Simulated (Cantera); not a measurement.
# Reactions in the system F-Na-O-S

Source: NASA polynomial tables (part measured, part estimated), evaluated in Cantera. Values are per mole of reaction as written; species without (g) are pure solids or liquids, kept so even where they would boil at 1 bar.

Na2SO4 + SF4(g) = 2 SO2(g) + 2 Na + 4 F(g)

```csv
T (K),ΔH° (kJ),ΔS° (J/K),ΔG° (kJ),log10 K,condensed phases
300,1874.9,784.9,1639.5,-285.45,"Na2SO4(s), Na(s)"
623,1867.3,776.0,1383.9,-116.03,"Na2SO4(s), Na(l)"
723,1864.1,771.2,1306.6,-94.39,"Na2SO4(s), Na(l)"
823,1860.3,766.2,1229.7,-78.05,"Na2SO4(s), Na(l)"
923,1855.8,761.1,1153.3,-65.27,"Na2SO4(s), Na(l)"
1023,1850.7,755.8,1077.5,-55.02,"Na2SO4(s), Na(l)"
1123,1845.0,750.5,1002.2,-46.61,"Na2SO4(s), Na(l)"
1223,1816.0,725.5,928.7,-39.66,"Na2SO4(l), Na(l)"
1323,1811.4,721.9,856.3,-33.81,"Na2SO4(l), Na(l)"
1423,1806.9,718.6,784.3,-28.79,"Na2SO4(l), Na(l)"
1523,1802.7,715.8,712.6,-24.44,"Na2SO4(l), Na(l)"
```
